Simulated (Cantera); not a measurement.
Thermodynamics of silicon nitride deposition, feed SiH2Cl2 + NH3 + H2

Input: 1 mol SiH2Cl2, 0.28 mol NH3, 4.4 mol H2, equilibrated at 748.15 K.

Method: chemical equilibrium by Gibbs-energy minimisation in Cantera with the NASA 1993 tables (ideal gas, pure condensed phases). Candidate condensed phases: NH4Cl, Si, Si3N4; 28 gas species. The tables' values for SiCl3 are old estimates; treat these amounts as uncertain. The numbers say what is thermodynamically allowed, not how fast it happens.

```json
[
 {"P (Pa)": "5", "x H2": "0.914", "x SiCl4": "0.0740", "x SiHCl3": "0.00414", "x HCl": "0.00720", "x SiH2Cl2": "1.69e-5", "x SiCl3": "0.000138", "n Si(s)": "0.294", "n Si3N4(s)": "0.0700"},
 {"P (Pa)": "21", "x H2": "0.916", "x SiCl4": "0.0734", "x SiHCl3": "0.00589", "x HCl": "0.00502", "x SiH2Cl2": "3.46e-5", "x SiCl3": "9.61e-5", "n Si(s)": "0.288", "n Si3N4(s)": "0.0700"},
 {"P (Pa)": "85", "x H2": "0.916", "x SiCl4": "0.0721", "x SiHCl3": "0.00825", "x HCl": "0.00352", "x SiH2Cl2": "6.90e-5", "x SiCl3": "6.68e-5", "n Si(s)": "0.282", "n Si3N4(s)": "0.0700"},
 {"P (Pa)": "350", "x H2": "0.916", "x SiCl4": "0.0700", "x SiHCl3": "0.0115", "x HCl": "0.00246", "x SiH2Cl2": "0.000138", "x SiCl3": "4.59e-5", "n Si(s)": "0.275", "n Si3N4(s)": "0.0700"},
 {"P (Pa)": "1400", "x H2": "0.915", "x SiCl4": "0.0670", "x SiHCl3": "0.0157", "x HCl": "0.00172", "x SiH2Cl2": "0.000270", "x SiCl3": "3.14e-5", "n Si(s)": "0.267", "n Si3N4(s)": "0.0700"},
 {"P (Pa)": "5900", "x H2": "0.914", "x SiCl4": "0.0629", "x SiHCl3": "0.0215", "x HCl": "0.00118", "x SiH2Cl2": "0.000536", "x SiCl3": "2.09e-5", "n Si(s)": "0.256", "n Si3N4(s)": "0.0700"},
 {"P (Pa)": "24000", "x H2": "0.912", "x SiCl4": "0.0576", "x SiHCl3": "0.0285", "x HCl": "0.000811", "x SiH2Cl2": "0.00103", "x SiCl3": "1.38e-5", "n Si(s)": "0.243", "n Si3N4(s)": "0.0700"},
 {"P (Pa)": "100000", "x H2": "0.909", "x SiCl4": "0.0510", "x SiHCl3": "0.0371", "x HCl": "0.000550", "x SiH2Cl2": "0.00198", "x SiCl3": "8.80e-6", "n Si(s)": "0.227", "n Si3N4(s)": "0.0700"}
]
```
x: gas mole fraction; n: condensed amount in mol.

From 5.00e-5 bar to 1.00 bar the condensed part is Si(s) + Si3N4(s). The main Si-bearing gas is SiCl4 throughout. The share of Si in condensed phases is highest at 5.00e-5 bar (50.4 %) and lowest at 1.00 bar (43.7 %).
